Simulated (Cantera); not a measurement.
**Adiabatic ignition**

An adiabatic, constant-volume homogeneous reactor starts with 4.03 % CH₄, 20.2 % O₂, 75.8 % N₂, equivalence ratio 0.40, at 1250 K and 9.87 atm.

Detailed kinetics in Cantera: GRI-Mech 3.0 (53 species, 325 reactions).

| t (s) | T (K) | P (bar) | x CH₄ | x O₂ | x C₂H₂ | x HO₂ | x C₂H₆ |
|---|---|---|---|---|---|---|---|
| 4.00e-6 | 1250 | 10.0 | 0.0403 | 0.202 | <1e-12 | 3.69e-8 | 1.49e-12 |
| 1.02e-5 | 1250 | 10.00 | 0.0403 | 0.202 | <1e-12 | 9.32e-8 | 2.62e-11 |
| 2.60e-5 | 1250 | 10.00 | 0.0403 | 0.202 | <1e-12 | 2.32e-7 | 5.14e-10 |
| 6.63e-5 | 1250 | 10.00 | 0.0403 | 0.202 | <1e-12 | 5.62e-7 | 1.36e-8 |
| 0.000169 | 1250 | 10.0 | 0.0403 | 0.202 | <1e-12 | 1.27e-6 | 5.72e-7 |
| 0.000431 | 1251 | 10.0 | 0.0402 | 0.202 | 2.79e-11 | 2.80e-6 | 1.37e-5 |
| 0.00110 | 1256 | 10.0 | 0.0395 | 0.201 | 3.93e-9 | 1.11e-5 | 0.000133 |
| 0.00280 | 2322 | 18.6 | <1e-12 | 0.120 | <1e-12 | 1.05e-5 | <1e-12 |
| 0.00714 | 2316 | 18.5 | <1e-12 | 0.118 | <1e-12 | 1.02e-5 | <1e-12 |
| 0.0182 | 2304 | 18.5 | <1e-12 | 0.116 | <1e-12 | 9.76e-6 | <1e-12 |
| 0.0464 | 2296 | 18.4 | <1e-12 | 0.115 | <1e-12 | 9.40e-6 | <1e-12 |
| 0.118 | 2294 | 18.4 | <1e-12 | 0.115 | <1e-12 | 9.33e-6 | <1e-12 |
| 0.302 | 2294 | 18.4 | <1e-12 | 0.115 | <1e-12 | 9.33e-6 | <1e-12 |
| 0.769 | 2294 | 18.4 | <1e-12 | 0.115 | <1e-12 | 9.33e-6 | <1e-12 |
| 1.96 | 2294 | 18.4 | <1e-12 | 0.115 | <1e-12 | 9.33e-6 | <1e-12 |
| 5.00 | 2294 | 18.4 | <1e-12 | 0.115 | <1e-12 | 9.33e-6 | <1e-12 |
x: mole fraction; the columns are a selection and need not sum to one.

```json
{
 "time_of_steepest_temperature_rise": "1.73 ms",
 "temperature at 5.00 s": "2294 K",
 "equilibrium_temperature": "2294 K",
 "x(CH₄) at 5.00 s": "<1e-12 (gas-phase equilibrium <1e-12)",
 "x(O₂) at 5.00 s": "0.115 (gas-phase equilibrium 0.115)",
 "x(C₂H₂) at 5.00 s": "<1e-12 (gas-phase equilibrium <1e-12)"
}
```
